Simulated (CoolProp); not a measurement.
R125 along the isotherm 370.5 K: density (kg/m³) from the reference equation and from simpler models built on Tc = 339.2 K, pc = 36.18 bar, ω = 0.305; each cubic takes its own stable root.

Computed with CoolProp (reference Helmholtz-energy equation of state, Lemmon 2005).

| p (bar) | phase | reference | ideal gas | van der Waals | Redlich-Kwong | Soave-Redlich-Kwong | Peng-Robinson |
|---|---|---|---|---|---|---|---|
| 12.9 | gas | 55.51 | 50.26 | 55.34 | 55.79 | 55.41 | 56.15 |
| 25.8 | gas | 125.9 | 100.5 | 126.0 | 127.6 | 125.1 | 128.6 |
| 38.8 | supercritical | 225.2 | 151.2 | 232.9 | 232.3 | 220.9 | 230.8 |
| 51.7 | supercritical | 386.0 | 201.4 | 451.4 | 412.8 | 363.5 | 384.9 |
| 64.6 | supercritical | 614.2 | 251.7 | 579.1 | 600.9 | 531.4 | 568.9 |
| 77.5 | supercritical | 760.1 | 302.0 | 637.5 | 703.1 | 646.0 | 699.1 |
| 90.5 | supercritical | 841.1 | 352.6 | 676.5 | 769.9 | 722.2 | 786.6 |
| 103 | supercritical | 893.5 | 401.3 | 704.8 | 818.0 | 776.3 | 849.0 |
| 116 | supercritical | 934.5 | 452.0 | 728.6 | 858.3 | 821.1 | 900.6 |
| 129 | supercritical | 967.2 | 502.6 | 748.6 | 892.1 | 858.2 | 943.2 |
| 142 | supercritical | 994.5 | 553.3 | 765.8 | 921.2 | 890.0 | 979.6 |
| 155 | supercritical | 1018 | 603.9 | 781.0 | 946.8 | 917.8 | 1011 |
| 168 | supercritical | 1039 | 654.6 | 794.5 | 969.7 | 942.6 | 1040 |
| 181 | supercritical | 1057 | 705.2 | 806.8 | 990.4 | 964.9 | 1065 |
